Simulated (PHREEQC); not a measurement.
Solution (55 °C): 1.9 mmol/kgw Pb(NO3)2, 3 mmol/kgw KNO3 and 0.23 mmol/kgw Cu(NO3)2. Closed to the air; pH follows from the charge balance.

All values are PHREEQC results (ion-association model, wateq4f.dat), not measurements.

No solid was allowed to form.

Predict the pH.

pH 5.23.

In which forms is Pb present?

Pb+2 93 %, PbNO3+ 6.4 % of the Pb.

Saturation is exceeded, for instance for Pb(OH)2; the values hold only as long as no solid forms. Complexes and solids missing from the database can't appear. Constants without temperature data keep their 25 °C values here.
